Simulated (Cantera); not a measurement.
Input: 1 mol SiHCl3, a varied amount of N2, held at 1825 °C and 60.0 mbar.

Equilibrium computed with Cantera from the NASA thermochemical tables; the gas is ideal and each condensed phase is pure. Candidate condensed phases: NH4Cl, Si, Si3N4; 28 gas species. The tables' values for SiCl3, SiCl are old estimates; treat these amounts as uncertain. Equilibrium is a limit: real reactors are often held back by kinetics, nucleation or transport.

x: gas mole fraction; nothing condenses.

| n(N2) (mol) | x N2 | x SiCl2 | x HCl | x SiCl3 | x H2 | x Cl |
|---|---|---|---|---|---|---|
| 1.7 | 0.460 | 0.250 | 0.234 | 0.0181 | 0.0173 | 0.0165 |
| 2.4 | 0.545 | 0.211 | 0.197 | 0.0140 | 0.0144 | 0.0152 |
| 3.3 | ___ | ___ | ___ | 0.0107 | ___ | ___ |
| 4.6 | 0.695 | 0.142 | 0.131 | 0.00773 | 0.00953 | 0.0124 |
| 6.5 | 0.762 | ___ | ___ | 0.00528 | ___ | ___ |
| 9.1 | 0.817 | 0.0856 | 0.0772 | 0.00351 | 0.00582 | 0.00936 |
| 13 | 0.864 | 0.0637 | 0.0567 | 0.00220 | 0.00443 | 0.00788 |
| 18 | 0.897 | 0.0480 | 0.0422 | 0.00140 | 0.00344 | 0.00665 |
| 25 | 0.923 | 0.0357 | 0.0310 | 0.000868 | 0.00266 | 0.00555 |
| 35 | 0.944 | 0.0261 | 0.0223 | 0.000522 | 0.00204 | 0.00457 |
| 49 | 0.959 | 0.0189 | 0.0160 | 0.000311 | 0.00155 | 0.00375 |
| 69 | 0.970 | 0.0135 | 0.0113 | 0.000181 | 0.00117 | 0.00305 |
| 96 | 0.978 | 0.00976 | 0.00804 | 0.000107 | 0.000886 | 0.00250 |

What belongs in the gaps?


- 3.3, x N2: 0.621
- 3.3, x SiCl2: 0.176
- 3.3, x HCl: 0.163
- 3.3, x H2: 0.0119
- 3.3, x Cl: 0.0138
- 6.5, x SiCl2: 0.111
- 6.5, x HCl: 0.101
- 6.5, x H2: 0.00746
- 6.5, x Cl: 0.0108
